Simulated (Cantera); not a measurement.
Adiabatic ignition

An adiabatic, constant-volume homogeneous reactor starts with CH4 : O2 : N2 : H2 = 1 : 1.67 : 6 : 0.018 (molar parts), equivalence ratio 1.2, at 1448 K and 6.40 bar.

Computed with Cantera and GRI-Mech 3.0 (53 species, 325 reactions). Above 3000 K some thermodynamic fits are extrapolated.

```json
[
 {"t (s)": "3.00e-6", "T (K)": "1448", "P (bar)": "6.40", "x CH4": "0.115", "x O2": "0.192", "x C2H2": "<1e-12", "x H2": "0.00207", "x NO": "<1e-12", "x H2O2": "3.14e-8", "x C2H4": "2.96e-11"},
 {"t (s)": "1.28e-5", "T (K)": "1448", "P (bar)": "6.40", "x CH4": "0.115", "x O2": "0.192", "x C2H2": "<1e-12", "x H2": "0.00207", "x NO": "<1e-12", "x H2O2": "1.99e-7", "x C2H4": "5.11e-9"},
 {"t (s)": "5.46e-5", "T (K)": "1448", "P (bar)": "6.40", "x CH4": "0.115", "x O2": "0.192", "x C2H2": "2.55e-10", "x H2": "0.00208", "x NO": "<1e-12", "x H2O2": "4.52e-7", "x C2H4": "1.47e-6"},
 {"t (s)": "0.000233", "T (K)": "1463", "P (bar)": "6.47", "x CH4": "0.112", "x O2": "0.190", "x C2H2": "1.91e-7", "x H2": "0.00249", "x NO": "1.79e-12", "x H2O2": "2.68e-6", "x C2H4": "9.94e-5"},
 {"t (s)": "0.000994", "T (K)": "3107", "P (bar)": "14.7", "x CH4": "1.56e-12", "x O2": "0.00632", "x C2H2": "<1e-12", "x H2": "0.0352", "x NO": "0.00850", "x H2O2": "1.03e-6", "x C2H4": "<1e-12"},
 {"t (s)": "0.00424", "T (K)": "3107", "P (bar)": "14.7", "x CH4": "1.56e-12", "x O2": "0.00632", "x C2H2": "<1e-12", "x H2": "0.0352", "x NO": "0.00850", "x H2O2": "1.03e-6", "x C2H4": "<1e-12"},
 {"t (s)": "0.0181", "T (K)": "3107", "P (bar)": "14.7", "x CH4": "1.56e-12", "x O2": "0.00632", "x C2H2": "<1e-12", "x H2": "0.0352", "x NO": "0.00850", "x H2O2": "1.03e-6", "x C2H4": "<1e-12"},
 {"t (s)": "0.0772", "T (K)": "3107", "P (bar)": "14.7", "x CH4": "1.56e-12", "x O2": "0.00632", "x C2H2": "<1e-12", "x H2": "0.0352", "x NO": "0.00850", "x H2O2": "1.03e-6", "x C2H4": "<1e-12"},
 {"t (s)": "0.330", "T (K)": "3107", "P (bar)": "14.7", "x CH4": "1.56e-12", "x O2": "0.00632", "x C2H2": "<1e-12", "x H2": "0.0352", "x NO": "0.00850", "x H2O2": "1.03e-6", "x C2H4": "<1e-12"},
 {"t (s)": "1.41", "T (K)": "3107", "P (bar)": "14.7", "x CH4": "1.56e-12", "x O2": "0.00632", "x C2H2": "<1e-12", "x H2": "0.0352", "x NO": "0.00850", "x H2O2": "1.03e-6", "x C2H4": "<1e-12"},
 {"t (s)": "6.00", "T (K)": "3107", "P (bar)": "14.7", "x CH4": "1.56e-12", "x O2": "0.00632", "x C2H2": "<1e-12", "x H2": "0.0352", "x NO": "0.00850", "x H2O2": "1.03e-6", "x C2H4": "<1e-12"}
]
```
x: mole fraction; the columns are a selection and need not sum to one.

```
Quantity                                                              Result
---------------------------------  -----------------------------------------
time of steepest temperature rise                                   0.405 ms
temperature at 6.00 s                                                 3107 K
equilibrium temperature                                               3107 K
x(CH4) at 6.00 s                   1.56e-12 (gas-phase equilibrium 1.89e-12)
x(O2) at 6.00 s                      0.00632 (gas-phase equilibrium 0.00632)
x(C2H2) at 6.00 s                      <1e-12 (gas-phase equilibrium <1e-12)
```
